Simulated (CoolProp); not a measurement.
Vapour-liquid equilibrium of R125 (1) + R227EA (2) at 13.35 °C; x and y are mole fractions of (1).

Model: multi-fluid Helmholtz-energy mixture model, Lemmon 2005 and Lemmon 2016; pair parameters Bell 2016, in CoolProp.

**Question.** Give the bubble pressure and the first vapour's composition at x = 0.05, 0.2, 0.65. Is there an azeotrope?

**Answer.** x = 0.05: 0.3440 MPa, y = 0.125; x = 0.2: 0.4393 MPa, y = 0.402; x = 0.65: 0.7435 MPa, y = 0.826. No azeotrope shows between x = 0.05 and 0.95.

Pair parameters are fitted to limited data, so mixtures are less certain than the pure fluids.
